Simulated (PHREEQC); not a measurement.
A solution holds 2.2 mmol/kgw HF, 4.2 mmol/kgw NaF, 19 mmol/kgw H2SiF6 and 110 mmol/kgw HCl, at 25 °C. Closed to the air; pH follows from the charge balance.

The numbers come from PHREEQC with the ion-association model, phreeqc.dat.

Each row changes one thing in this solution. No solid was allowed to form.

```
case                                   pH  ionic strength (mol/kgw)  SiF6-2 (mol/kgw)  HF (mol/kgw)  H4SiO4 (mol/kgw)  F- (mol/kgw)  SI of Chalcedony (SiO2)
-----------------------------------  ----  ------------------------  ----------------  ------------  ----------------  ------------  -----------------------
as made                              0.94                     0.165            0.0185       0.00962          0.000552       8.03e-5                    +0.31
HF from 0.0022 to 0.011 mol/kgw      0.94                     0.167            0.0190        0.0153               ___      0.000127                    -0.87
NaF from 0.0042 to 0.0021 mol/kgw    0.94                     0.165            0.0182       0.00905          0.000805           ___                    +0.48
HF from 0.0022 to 0.00022 mol/kgw    0.94                     0.165            0.0182       0.00905          0.000785       7.57e-5                    +0.47
diluted 10-fold with water           1.91                    0.0154           0.00139       0.00349          0.000513      0.000218                    +0.26
NaF from 0.0042 to 0.00084 mol/kgw   0.93                     0.164            0.0180       0.00878          0.000970       7.19e-5                    +0.56
HF left out                          0.94                     0.165            0.0182       0.00899          0.000812       7.52e-5                    +0.48
H2SiF6 from 0.019 to 0.0171 mol/kgw  0.95                     0.160            0.0166       0.00948          0.000527       8.07e-5                    +0.29
```

Task: Complete the blanks.

Result: 
- HF from 0.0022 to 0.011 mol/kgw, H4SiO4 (mol/kgw): 3.57e-5
- NaF from 0.0042 to 0.0021 mol/kgw, F- (mol/kgw): 7.46e-5

Some of these states are supersaturated (in Quartz (slow to form), Chalcedony (slow to form), for instance). SiF6-2 is the database's only silicon fluoride.
